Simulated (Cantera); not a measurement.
# Equilibrium for tantalum, niobium, vanadium and zirconium in process gases: V + H₂O + H₂ + O₂

Input: 1 mol V, 23 mol H₂O, 13 mol H₂, 1.4 mol O₂.

These are equilibrium values from Cantera (NASA tables, ideal gas, pure condensed phases), not measurements of a reactor. Candidate condensed phases: H₂O, V, VO, V₂O₃, V₂O₄, V₂O₅; 12 gas species. Condensed phases not in the tables: the oxides between V₂O₃ and V₂O₅ other than VO₂. Kinetics and transport are ignored.

Stable condensed phases:

```
T in °C \ P in Pa
            0.10     1.5      22     320    4600   68000 1000000
   1927        A       A       A       A       A       B       B
   1902        A       A       A       A       B       B       B
   1877        A       A       A       A       B       B       B
   1852        A       A       A       A       B       B       B
   1827        A       A       A       A       B       B       B
   1802        A       A       A       A       B       B       B
   1777        A       A       A       A       B       B       B
   1752        A       A       A       A       B       B       B
   1727        A       A       A       A       B       B       B
   1702        A       A       A       B       B       B       B
   1677        A       A       A       B       B       B       B
   1652        A       A       A       B       B       B       B
   1627        A       A       A       B       B       B       B
```

A: gas only; B: V₂O₃.
